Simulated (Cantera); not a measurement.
Charge: 1 mol Cr₂O₃, 2.3 mol H₂, equilibrated at 1400 K and 0.00120 bar.

These are equilibrium values from Cantera (NASA tables, ideal gas, pure condensed phases), not measurements of a reactor. Candidate condensed phases: Cr, Cr₂O₃, H₂O; 13 gas species. Mutual solubility and eutectic melting of coexisting phases are not modelled. Equilibrium is a limit: real reactors are often held back by kinetics, nucleation or transport.

Base state: H₂ 0.999, H₂O 0.000610, H 0.000140, Cr 5.14e-5 (mole fractions); condensed: Cr(s) + Cr₂O₃(s).

### Question
What changes in the equilibrium state with this change: Cr₂O₃ replaced by FeS?

### Answer
```csv
species,before,after
H₂,0.999,0.986
H₂S,0,0.0108
S₂,0,0.00269
Cr,5.14e-5,0
Fe,0,1.28e-5
H₂O,0.000610,0
SH,0,0.000546
S,0,1.76e-5
H,0.000140,0.000139
"Cr(s), mol",0.000817,0
"Cr₂O₃(s), mol",1.000,0
"Fe(γ), mol",0,0.0387
"FeS(s), mol",0,0.961
```
Metal and sulfide melt together well below either melting point, which pure phases cannot show. FeS: taken at fixed stoichiometry. Further candidate phases: Fe, FeS, FeS₂, S.
